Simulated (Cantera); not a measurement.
Charge: 1 mol S, 0.067 mol SO2, 0.43 mol H2, at 1348.15 K and 15.0 Pa.

Cantera equilibrium calculation (NASA polynomials, part measured and part estimated; ideal gas, pure solids and liquids). Candidate condensed phases: H2O, H2SO4, S; 19 gas species. Rates play no part.

Base state: S2 0.540, H2 0.300, H2O 0.125, H2S 0.0223, SO2 0.00640, SH 0.00334, SO 0.00178, S 0.000344 (mole fractions); condensed: gas only.

Problem. What changes in the equilibrium state with this change: temperature from 1348.15 K to 2250 K?

Solution. 
```csv
species,before,after
S,0.000344,0.385
H,0.000104,0.239
H2,0.300,0.155
S2,0.540,0.119
H2S,0.0223,0.000211
SO,0.00178,0.0731
H2O,0.125,0.00603
SH,0.00334,0.0159
O,<1e-9,0.00148
O2,<1e-9,2.43e-5
OH,6.97e-7,0.00140
```

Problem. What changes in the equilibrium state with this change: H2 from 0.43 to 1.1 mol?

Solution. 
| species | before | after |
|---|---|---|
| H2 | 0.300 | 0.568 |
| S2 | 0.540 | 0.313 |
| H2O | 0.125 | 0.0816 |
| H2S | 0.0223 | 0.0321 |
| SO2 | 0.00640 | 0.000578 |
| S2O | 0.000289 | 5.76e-5 |
| SO | 0.00178 | 0.000467 |
